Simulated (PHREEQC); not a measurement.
PHREEQC input (Pitzer model, pitzer.dat):

```
SOLUTION 1
  temp 60
  units mol/kgw
  pH 7 charge
  Cl 0.024
  Na 0.048
  S(6) 0.0298
  K 0.026
  Mg 0.0048
END
USE solution 1
INCREMENTAL_REACTIONS false
REACTION 1
  H2O -1
  0 9.886 18.011 24.689 30.178 34.689 38.397 41.444
  43.949 46.007 47.699 49.089 50.232 51.172 51.944 52.578
  53.1 53.528 53.88 54.17 54.408 54.603 54.764 54.896
  55.005 55.094 55.168 55.228 moles
EQUILIBRIUM_PHASES 1
  Arcanite 0 0
  Bischofite 0 0
  Bloedite 0 0
  Brucite 0 0
  Carnallite 0 0
  Epsomite 0 0
  Glaserite 0 0
  Halite 0 0
  Hexahydrite 0 0
  Kainite 0 0
  Kieserite 0 0
  Leonite 0 0
  Mirabilite 0 0
  Misenite 0 0
  Schoenite 0 0
  Sylvite 0 0
  Thenardite 0 0
  MgCl2_4H2O 0 0
SELECTED_OUTPUT 1
  -reset false
  -pH true
  -pe true
  -ionic_strength true
  -water true
  -activities H2O
  -totals Cl K Mg Na S
  -molalities H+ Na+ K+ Mg+2 Cl- SO4-2 OH- HSO4- MgOH+
  -equilibrium_phases Arcanite Bischofite Bloedite Brucite Carnallite Epsomite Glaserite Halite Hexahydrite Kainite
    Kieserite Leonite Mirabilite Misenite Schoenite Sylvite Thenardite MgCl2_4H2O
PRINT
  -reset false
END
```

Selected output (columns that matter, 16 of 28 rows; water left (kg) added in front):

```
water left (kg)	pH	mu	Cl	K	Mg	Na	S	m_H+	m_Na+	m_K+	m_Mg+2	la_H2O	Glaserite	Thenardite
1	6.7138	0.1182	0.024	0.026	0.0048	0.048	0.0298	2.7081e-07	0.048	0.026	0.0047998	-0.00087935	0	0
0.675514	6.7353	0.17498	0.035529	0.038489	0.0071057	0.071057	0.044115	2.7198e-07	0.071057	0.038489	0.0071055	-0.0012781	0	0
0.456313	6.7537	0.25903	0.052595	0.056978	0.010519	0.10519	0.065306	2.7648e-07	0.10519	0.056978	0.010519	-0.0018577	0	0
0.375043	6.7614	0.31516	0.063993	0.069325	0.012799	0.12799	0.079458	2.8015e-07	0.12799	0.069325	0.012798	-0.0022398	0	0
0.253345	6.773	0.46656	0.094733	0.10263	0.018947	0.18947	0.11763	2.9062e-07	0.18947	0.10263	0.018946	-0.0032569	0	0
0.171138	6.7782	0.69067	0.14024	0.15192	0.028048	0.28048	0.17413	3.056e-07	0.28048	0.15192	0.028047	-0.0047392	0	0
0.115613	6.7748	1.0224	0.20759	0.22489	0.041518	0.41518	0.25776	3.2501e-07	0.41518	0.22489	0.041517	-0.0069057	0	0
0.0780853	6.76	1.5137	0.30736	0.33297	0.061471	0.61471	0.38163	3.4733e-07	0.61471	0.33297	0.06147	-0.010095	0	0
0.0641769	6.747	1.8418	0.37397	0.40513	0.074793	0.74793	0.46434	3.5813e-07	0.74793	0.40513	0.074792	-0.012231	0	0
0.0433504	6.7069	2.7266	0.55363	0.59976	0.11073	1.1073	0.68742	3.7222e-07	1.1073	0.59976	0.11072	-0.018091	0	0
0.0292979	6.6425	4.0344	0.81917	0.88743	0.16383	1.6383	1.0171	3.5798e-07	1.6383	0.88743	0.16383	-0.027159	0	0
0.0197855	6.547	5.9741	1.213	1.3141	0.2426	2.426	1.5062	2.834e-07	2.426	1.3141	0.2426	-0.041661	0	0
0.0133718	6.368	7.9685	1.7948	1.5089	0.35896	3.4445	1.9383	2.2665e-07	3.4445	1.5089	0.35896	-0.06028	0.001941	0
0.0109937	6.2343	8.8993	2.1831	1.4388	0.43661	4.0574	2.0932	2.2428e-07	4.0574	1.4388	0.4366	-0.071493	0.003394	0
0.00742651	5.912	10.554	3.2317	1.3694	0.64633	5.0205	2.2254	2.3521e-07	5.0205	1.3694	0.64632	-0.098414	0.0052767	0.0027193
0.00501237	5.4949	10.813	4.7882	1.5063	0.95763	4.7451	1.6892	3.7815e-07	4.7451	1.5063	0.95761	-0.12509	0.0061499	0.0090331
```

Constants without temperature data keep their 25 °C values here.
